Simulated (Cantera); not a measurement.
Gas mixture: 58.8 % CO2, 41.2 % NO, at 2.55 Torr, frozen composition.

Cantera's kinetic-theory transport with the Lennard-Jones parameters of GRI-Mech 3.0, ideal gas; thermal conductivity in the mixture-averaged form. The composition is frozen, though it would react at the higher temperatures.

D: mixture-averaged diffusion coefficient of that species in the mixture.

```
T (K)  ρ (kg/m³)  cp (J/kg/K)  μ (µPa s)  λ (mW/m/K)     Pr  D (cm²/s) C2H2  D (cm²/s) CH3  D (cm²/s) N2
-----  ---------  -----------  ---------  ----------  -----  --------------  -------------  ------------
400      0.00391        957.5       20.9         [?]  0.715            69.8           96.0          87.1
550      0.00284         1041       27.0         [?]  0.720             124            169           152
700      0.00223         1108       32.4         [?]  0.724             190            257           230
850      0.00184         1160       37.3         [?]  0.726             266            358           319
1000     0.00156         1202       41.8         [?]  0.728             351            472           419
1150     0.00136         1232       46.0         [?]  0.728             445            597           530
1300     0.00120         1257       50.0         [?]  0.728             548            734           651
```

Some entries are withheld; supply them.


- 400, λ (mW/m/K): 28.0
- 550, λ (mW/m/K): 39.1
- 700, λ (mW/m/K): 49.6
- 850, λ (mW/m/K): 59.6
- 1000, λ (mW/m/K): 69.0
- 1150, λ (mW/m/K): 77.9
- 1300, λ (mW/m/K): 86.3
